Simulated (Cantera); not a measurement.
What does this Cantera script print?

```python
import numpy as np
import cantera as ct

gas = ct.Solution("gri30.yaml")
gas.TPX = 1450, 210000, {'CH4': 1, 'H2O': 0.64, 'N2': 0.059}
reactor = ct.IdealGasConstPressureReactor(gas, energy="off", clone=False)
net = ct.ReactorNet([reactor])
net.rtol, net.atol = 1e-08, 1e-18
show = ['CH4', 'H2O', 'H2O2', 'H', 'O2']
times = np.geomspace(2e-06, 10, 15)

steps = ct.SolutionArray(gas, extra=["t"])
rows = []
print(f"{'t/s':>10s}{'T/K':>9s}{'P/Pa':>11s}" + "".join(f"{s:>11s}" for s in show))
for t in times:
    while net.time < t:
        t_next = net.step()
        steps.append(gas.state, t=t_next)
    rows.append([np.interp(t, steps.t, y) for y in (steps.T, steps.P, *steps(*show).X.T)])
    print(f"{t:10.3e}{rows[-1][0]:9.1f}{rows[-1][1]:11.4g}" + "".join(f"{x:11.3e}" for x in rows[-1][2:]))
rate = np.gradient(steps.T, steps.t)
print("integrator steps:", len(steps.t))
if steps.T.max() > steps.T[0] + 200:
    print(f"time of steepest temperature rise: {steps.t[rate.argmax()]:.4e} s")
gas.TPX = 1450, 210000, {'CH4': 1, 'H2O': 0.64, 'N2': 0.059}
gas.equilibrate("TP")
print(f"equilibrium (TP): T = {gas.T:.1f} K  " + "  ".join(f"{s} {gas[s].X[0]:.3e}" for s in show))
```

Result:

```
       t/s      T/K       P/Pa        CH4        H2O       H2O2          H         O2
 2.000e-06   1450.0    2.1e+05  5.886e-01  3.767e-01  2.148e-18  1.322e-08  1.372e-23
 6.019e-06   1450.0    2.1e+05  5.886e-01  3.767e-01  2.685e-17  1.323e-08  7.487e-22
 1.811e-05   1450.0    2.1e+05  5.886e-01  3.767e-01  3.050e-16  1.328e-08  5.332e-20
 5.452e-05   1450.0    2.1e+05  5.885e-01  3.767e-01  2.623e-15  1.370e-08  3.740e-18
 1.641e-04   1450.0    2.1e+05  5.885e-01  3.767e-01  9.869e-15  1.512e-08  1.197e-16
 4.938e-04   1450.0    2.1e+05  5.883e-01  3.767e-01  1.338e-14  1.660e-08  9.127e-16
 1.486e-03   1450.0    2.1e+05  5.876e-01  3.767e-01  1.905e-14  2.106e-08  4.540e-15
 4.472e-03   1450.0    2.1e+05  5.854e-01  3.765e-01  3.284e-14  3.950e-08  2.633e-14
 1.346e-02   1450.0    2.1e+05  5.773e-01  3.754e-01  4.975e-14  1.164e-07  1.535e-13
 4.051e-02   1450.0    2.1e+05  5.504e-01  3.699e-01  4.674e-14  3.555e-07  4.440e-13
 1.219e-01   1450.0    2.1e+05  4.833e-01  3.538e-01  3.506e-14  8.931e-07  3.279e-13
 3.669e-01   1450.0    2.1e+05  3.647e-01  3.252e-01  2.682e-14  1.798e-06  9.015e-14
 1.104e+00   1450.0    2.1e+05  2.352e-01  2.902e-01  2.862e-14  3.297e-06  4.726e-14
 3.323e+00   1450.0    2.1e+05  2.049e-01  2.567e-01  2.556e-14  4.045e-06  3.968e-14
 1.000e+01   1450.0    2.1e+05  2.055e-01  2.044e-01  1.453e-14  4.254e-06  2.713e-14
integrator steps: 1337
equilibrium (TP): T = 1450.0 K  CH4 1.025e-01  H2O 2.086e-05  H2O2 9.715e-23  H 5.329e-06  O2 4.355e-22
```

Computed with Cantera and GRI-Mech 3.0 (53 species, 325 reactions). GRI-Mech 3.0 stops at C3 and has no aromatics, soot or wall deposition, so with more carbon than oxygen in the feed, carbon stays in small species such as C2H2 where larger ones or solid carbon would form.
